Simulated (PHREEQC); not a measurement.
2 g of hydrous ferric oxide (600 m²/g; 0.2 weak and 0.005 strong sites per Fe, Dzombak-Morel constants, diffuse double layer) in 1 kg of water with 0.005 mol/kgw of an inert sodium salt and 3.7e-05 mol/kgw ZnCl2 and 1e-05 mol/kgw MnCl2, at 25 °C; the pH is set by adding NaOH or the inert anion's acid. The system is closed to oxygen. No CO2 enters from the air. No solid was allowed to form.

Base run: PHREEQC, ion-association model, wateq4f.dat. Each further column changes one thing. The table gives Mn sorbed (%).

| pH | base | no electrostatic term (-no_edl) | background salt from 0.005 to 0.0005 mol/kgw | oxide from 2 to 10 g/kgw | 0.0034 mol/kgw Na2HAsO4 added |
|---|---|---|---|---|---|
| 4 | 0.0 | 0.0 | 0.0 | 0.0 | 0.0 |
| 4.5 | 0.1 | 0.2 | 0.1 | 0.4 | 0.1 |
| 5 | 0.5 | 1.5 | 0.4 | 2.5 | 1.3 |
| 6 | 18.1 | 51.7 | 17.3 | 59.1 | 49.0 |
| 6.5 | 62.7 | 90.1 | 63.2 | 92.4 | 89.9 |
| 7 | 93.5 | 98.6 | 94.0 | 99.1 | 98.9 |
| 7.5 | 99.2 | 99.8 | 99.3 | 99.9 | 99.9 |
| 8 | 99.9 | 99.9 | 99.9 | 100.0 | 100.0 |
| 9 | 100.0 | 100.0 | 100.0 | 100.0 | 100.0 |
| 9.5 | 100.0 | 100.0 | 100.0 | 100.0 | 100.0 |
| 10 | 100.0 | 100.0 | 100.0 | 100.0 | 100.0 |

 The database has no arsenate complexes of Zn, Mn.
